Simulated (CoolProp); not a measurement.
Vapour-liquid equilibrium of n-butane (1) + cyclohexane (2) at 113.95 °C; x and y are mole fractions of (1).

Values from CoolProp's multi-fluid Helmholtz-energy mixture model, Bücker 2006 and Zhou 2014; pair parameters Bell 2016.

Give the bubble pressure and the first vapour's composition at x = 0.2, 0.35, 0.65. Is there an azeotrope?

x = 0.2: 0.5133 MPa, y = 0.583; x = 0.35: 0.7541 MPa, y = 0.755; x = 0.65: 1.281 MPa, y = 0.907. No azeotrope shows between x = 0.05 and 0.95.

The pair parameters rest on a limited set of measurements; away from them the model extrapolates.
